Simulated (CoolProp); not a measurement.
Vapour-liquid equilibrium of n-pentane (1) + benzene (2) at 5.33 bar; x and y are mole fractions of (1).

Model: multi-fluid Helmholtz-energy mixture model, Thol 2019 and Thol 2012; pair parameters Bell 2016, in CoolProp.

```csv
x,bubble temperature (K),y at the bubble point,dew temperature at overall composition x (K),liquid density (mol/L)
0.05,412.7,0.152,416.9,9.345
0.125,[?],0.321,413.8,[?]
0.2,399.1,0.445,410.6,9.094
0.275,394.2,0.538,407.3,8.949
0.35,390.1,0.613,403.8,8.798
0.425,386.6,0.674,400.1,8.643
0.5,383.6,0.727,396.3,8.489
0.575,380.8,0.775,[?],8.335
0.65,378.3,0.818,[?],[?]
0.725,376.0,0.859,383.7,8.036
0.8,373.8,0.898,379.3,[?]
0.875,371.7,0.936,375.1,7.751
0.95,[?],[?],371.0,7.616
```

Task: Fill in the missing entries.

Result: 
- 0.125, bubble temperature (K): 405.2
- 0.125, liquid density (mol/L): 9.229
- 0.575, dew temperature at overall composition x (K): 392.2
- 0.65, dew temperature at overall composition x (K): 388.0
- 0.65, liquid density (mol/L): 8.184
- 0.8, liquid density (mol/L): 7.892
- 0.95, bubble temperature (K): 369.7
- 0.95, y at the bubble point: 0.975

No azeotrope shows between x = 0.05 and 0.95.

The pair parameters rest on a limited set of measurements; away from them the model extrapolates.
